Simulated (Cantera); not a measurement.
What does this Cantera script print?

```python
import numpy as np
import cantera as ct

gas = ct.Solution("gri30.yaml")
gas.TPX = 1375, 290000, {'CH4': 1, 'C2H6': 0.065, 'C3H8': 0.28, 'O2': 9.8, 'N2': 36.9, 'CO2': 2.2, 'H2': 1.1}
reactor = ct.IdealGasReactor(gas, energy="on", clone=False)
net = ct.ReactorNet([reactor])
net.rtol, net.atol = 1e-08, 1e-16
show = ['CH4', 'C2H6', 'C3H8', 'NO', 'CH2CO', 'H', 'HO2']
times = np.geomspace(6e-06, 1, 14)

steps = ct.SolutionArray(gas, extra=["t"])
rows = []
print(f"{'t/s':>10s}{'T/K':>9s}{'P/Pa':>11s}" + "".join(f"{s:>11s}" for s in show))
for t in times:
    while net.time < t:
        t_next = net.step()
        steps.append(gas.state, t=t_next)
    rows.append([np.interp(t, steps.t, y) for y in (steps.T, steps.P, *steps(*show).X.T)])
    print(f"{t:10.3e}{rows[-1][0]:9.1f}{rows[-1][1]:11.4g}" + "".join(f"{x:11.3e}" for x in rows[-1][2:]))
rate = np.gradient(steps.T, steps.t)
print("integrator steps:", len(steps.t))
if steps.T.max() > steps.T[0] + 200:
    print(f"time of steepest temperature rise: {steps.t[rate.argmax()]:.4e} s")
gas.TPX = 1375, 290000, {'CH4': 1, 'C2H6': 0.065, 'C3H8': 0.28, 'O2': 9.8, 'N2': 36.9, 'CO2': 2.2, 'H2': 1.1}
gas.equilibrate("UV")
print(f"equilibrium (UV): T = {gas.T:.1f} K  " + "  ".join(f"{s} {gas[s].X[0]:.3e}" for s in show))
```

It prints:

```
       t/s      T/K       P/Pa        CH4       C2H6       C3H8         NO      CH2CO          H        HO2
 6.000e-06   1374.8    2.9e+05  1.947e-02  1.264e-03  5.431e-03  8.756e-15  2.621e-09  7.542e-07  8.857e-06
 1.513e-05   1374.7    2.9e+05  1.945e-02  1.256e-03  5.361e-03  1.207e-13  8.882e-08  2.538e-06  2.452e-05
 3.815e-05   1378.6   2.91e+05  1.919e-02  1.266e-03  4.698e-03  7.455e-12  8.882e-06  1.469e-05  5.778e-05
 9.620e-05   2236.3  4.763e+05  1.317e-16  7.973e-30  1.803e-43  2.019e-05  9.683e-17  1.624e-03  1.779e-05
 2.426e-04   2414.6  5.088e+05  2.448e-19  9.566e-36  6.135e-52  1.781e-04  7.456e-21  1.595e-04  9.484e-06
 6.117e-04   2414.0  5.086e+05  2.154e-19  4.107e-36  1.958e-52  5.104e-04  2.381e-21  1.580e-04  9.456e-06
 1.543e-03   2412.2  5.083e+05  2.106e-19  3.944e-36  1.844e-52  1.317e-03  2.308e-21  1.562e-04  9.383e-06
 3.890e-03   2408.1  5.073e+05  2.001e-19  3.590e-36  1.607e-52  3.151e-03  2.147e-21  1.521e-04  9.216e-06
 9.808e-03   2400.3  5.056e+05  1.812e-19  2.993e-36  1.230e-52  6.617e-03  1.864e-21  1.446e-04  8.907e-06
 2.473e-02   2391.0  5.036e+05  1.606e-19  2.400e-36  8.905e-53  1.069e-02  1.567e-21  1.362e-04  8.552e-06
 6.237e-02   2387.2  5.028e+05  1.526e-19  2.184e-36  7.758e-53  1.239e-02  1.454e-21  1.327e-04  8.405e-06
 1.573e-01   2386.9  5.027e+05  1.522e-19  2.173e-36  7.700e-53  1.248e-02  1.448e-21  1.326e-04  8.398e-06
 3.966e-01   2386.9  5.027e+05  1.522e-19  2.173e-36  7.700e-53  1.248e-02  1.448e-21  1.326e-04  8.398e-06
 1.000e+00   2386.9  5.027e+05  1.522e-19  2.173e-36  7.700e-53  1.248e-02  1.448e-21  1.326e-04  8.398e-06
integrator steps: 1719
time of steepest temperature rise: 8.3378e-05 s
equilibrium (UV): T = 2386.9 K  CH4 2.292e-19  C2H6 3.857e-36  C3H8 1.459e-52  NO 1.248e-02  CH2CO 2.068e-21  H 1.326e-04  HO2 8.398e-06
```

Model: GRI-Mech 3.0 (53 species, 325 reactions), integrated in Cantera.
